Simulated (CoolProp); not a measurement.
Saturation properties of n-octane.

Model: reference Helmholtz-energy equation of state, Beckmüller 2019, in CoolProp.

```json
[
 {"T (K)": "324.3", "p (MPa)": "0.007084", "vapour density (kg/m³)": "0.3026", "vapour viscosity (µPa s)": "6.20", "liquid conductivity (mW/(m K))": "117"},
 {"T (K)": "327.6", "p (MPa)": "0.008226", "vapour density (kg/m³)": "0.3482", "vapour viscosity (µPa s)": "6.26", "liquid conductivity (mW/(m K))": "116"},
 {"T (K)": "330.9", "p (MPa)": "0.009518", "vapour density (kg/m³)": "…", "vapour viscosity (µPa s)": "6.32", "liquid conductivity (mW/(m K))": "115"},
 {"T (K)": "334.2", "p (MPa)": "0.01097", "vapour density (kg/m³)": "0.4564", "vapour viscosity (µPa s)": "6.38", "liquid conductivity (mW/(m K))": "114"},
 {"T (K)": "337.5", "p (MPa)": "0.01261", "vapour density (kg/m³)": "…", "vapour viscosity (µPa s)": "…", "liquid conductivity (mW/(m K))": "113"},
 {"T (K)": "340.8", "p (MPa)": "0.01444", "vapour density (kg/m³)": "0.5905", "vapour viscosity (µPa s)": "6.50", "liquid conductivity (mW/(m K))": "112"},
 {"T (K)": "344.1", "p (MPa)": "0.01649", "vapour density (kg/m³)": "0.6686", "vapour viscosity (µPa s)": "6.56", "liquid conductivity (mW/(m K))": "111"},
 {"T (K)": "347.4", "p (MPa)": "0.01877", "vapour density (kg/m³)": "0.7550", "vapour viscosity (µPa s)": "6.62", "liquid conductivity (mW/(m K))": "…"},
 {"T (K)": "350.7", "p (MPa)": "0.02130", "vapour density (kg/m³)": "0.8501", "vapour viscosity (µPa s)": "6.68", "liquid conductivity (mW/(m K))": "109"}
]
```

**Question.** Some entries are withheld; supply them.

**Answer.** 
- 330.9, vapour density (kg/m³): 0.3993
- 337.5, vapour density (kg/m³): 0.5199
- 337.5, vapour viscosity (µPa s): 6.44
- 347.4, liquid conductivity (mW/(m K)): 110

It boils at 398.8 K under 1 atm.

Viscosity comes from a separate model (Huber 2004). Thermal conductivity comes from a separate model (Huber 2005).
